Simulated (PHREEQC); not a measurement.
0.044 g of hydrous ferric oxide (600 m²/g; 0.2 weak and 0.005 strong sites per Fe, Dzombak-Morel constants, diffuse double layer) in 1 kg of water with 0.001 mol/kgw of an inert sodium salt and 0.00038 mmol/kgw NiCl2, at 25 °C; the pH is set by adding NaOH or the inert anion's acid. Oxygen alone is held at its pressure in air (log pO2 = -0.68). No CO2 enters from the air. Precipitation was switched off in this run.

Computed with PHREEQC (ion-association model, wateq4f.dat).

Task: Predict surface charge σ (C/m²) at pH = 3.67, 5.67, 6.33, 9.67, 10.33.

Result: 
```
pH     surface charge σ (C/m²)
-----  -----------------------
3.67                     0.152
5.67                     0.026
6.33                     0.013
9.67                    -0.010
10.33                   -0.023
```

The oxide is taken as insoluble; below pH 4 it would dissolve.
